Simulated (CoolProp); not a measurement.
A simple Rankine cycle with R11: condensing at 324.15 K, boiler at 2.41 MPa, turbine inlet 433.1 K, turbine efficiency 0.8, pump efficiency 0.6, no recuperator. Each further row changes one setting.

Computed with CoolProp (reference Helmholtz-energy equation of state, Jacobsen 1992).

```json
[
 {"case": "as stated", "thermal efficiency (%)": "15.0", "net work (kJ/kg)": "31.8", "heat in (kJ/kg)": "211", "turbine exit temperature (K)": "337.6", "volume ratio over the turbine": "10.9"},
 {"case": "turbine inlet 453.1 K", "thermal efficiency (%)": "15.4", "net work (kJ/kg)": "35.4", "heat in (kJ/kg)": "230", "turbine exit temperature (K)": "361.2", "volume ratio over the turbine": "10.2"},
 {"case": "condensing temperature 316.15 K", "thermal efficiency (%)": "16.1", "net work (kJ/kg)": "35.2", "heat in (kJ/kg)": "218", "turbine exit temperature (K)": "330.7", "volume ratio over the turbine": "13.8"},
 {"case": "boiler pressure 1.69 MPa", "thermal efficiency (%)": "13.6", "net work (kJ/kg)": "30.6", "heat in (kJ/kg)": "224", "turbine exit temperature (K)": "360.0", "volume ratio over the turbine": "6.92"},
 {"case": "turbine efficiency 0.7", "thermal efficiency (%)": "13.0", "net work (kJ/kg)": "27.5", "heat in (kJ/kg)": "211", "turbine exit temperature (K)": "344.3", "volume ratio over the turbine": "11.2"}
]
```
